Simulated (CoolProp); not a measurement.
Properties of isobutane at several states.

Computed with CoolProp (reference Helmholtz-energy equation of state, Bücker 2006).

| T (K) | p (MPa) | phase | density (kg/m³) | isothermal compressibility (1/MPa) | fugacity coefficient |
|---|---|---|---|---|---|
| 434.4 | 2.95 | gas | (withheld) | (withheld) | 0.7839 |
| 293.1 | 0.743 | liquid | 557.8 | 0.003531 | 0.3802 |
| 176.9 | 0.0143 | liquid | (withheld) | (withheld) | 0.03846 |
| 452.8 | 0.0929 | gas | 1.443 | 10.83 | 0.9939 |

Problem. Complete the blanks.

Solution. 
- 434.4, density (kg/m³): 64.95
- 434.4, isothermal compressibility (1/MPa): 0.4953
- 176.9, density (kg/m³): 680.3
- 176.9, isothermal compressibility (1/MPa): 0.0009024
